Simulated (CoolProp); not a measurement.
Vapour-liquid equilibrium of carbon dioxide (1) + CHF3 (R23) (2) at 1.39 MPa; x and y are mole fractions of (1).

Computed with CoolProp (multi-fluid Helmholtz-energy mixture model, Span 1996 and Penoncello 2003; pair parameters Bell 2016).

```csv
x,bubble temperature (K),y at the bubble point,dew temperature at overall composition x (K),liquid density (mol/L)
0.05,252.2,0.069,252.4,16.98
0.15,250.5,0.199,251.1,17.60
0.25,249.0,0.317,249.8,18.26
0.35,247.6,0.426,248.5,18.94
0.45,246.4,0.525,247.3,19.66
0.55,245.3,0.617,246.1,20.42
0.65,244.4,0.704,245.0,21.23
0.75,243.6,0.787,244.0,22.09
0.85,243.0,0.870,243.2,23.01
0.95,242.5,0.955,242.6,24.00
```

No azeotrope shows between x = 0.05 and 0.95.

Pair parameters are fitted to limited data, so mixtures are less certain than the pure fluids.
